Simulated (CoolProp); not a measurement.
Properties of m-xylene along the isobar 101 kPa (Tc = 343.7 °C, pc = 3535 kPa, ω = 0.326).

Computed with CoolProp (reference Helmholtz-energy equation of state, Zhou 2012).

```
T (°C)  phase  cp (kJ/(kg K))  cv (kJ/(kg K))  speed of sound (m/s)  expansivity (1/kK)  fugacity coefficient
------  -----  --------------  --------------  --------------------  ------------------  --------------------
257.35    gas           2.004      (withheld)            (withheld)               1.998                0.9830
270.15    gas      (withheld)           1.954                 207.3               1.941                0.9843
282.95    gas           2.072      (withheld)                 209.9               1.888                0.9854
295.75    gas      (withheld)           2.022                 212.4               1.839                0.9865
308.45    gas      (withheld)           2.054                 214.9               1.793                0.9874
321.25    gas           2.169           2.086                 217.4               1.749                0.9883
334.05    gas           2.200           2.118                 219.8               1.707                0.9890
346.85    gas           2.231           2.149                 222.2               1.668                0.9898
```

Task: Complete the blanks.

Result: 
- 257.35, cv (kJ/(kg K)): 1.919
- 257.35, speed of sound (m/s): 204.7
- 270.15, cp (kJ/(kg K)): 2.038
- 282.95, cv (kJ/(kg K)): 1.988
- 295.75, cp (kJ/(kg K)): 2.105
- 308.45, cp (kJ/(kg K)): 2.137
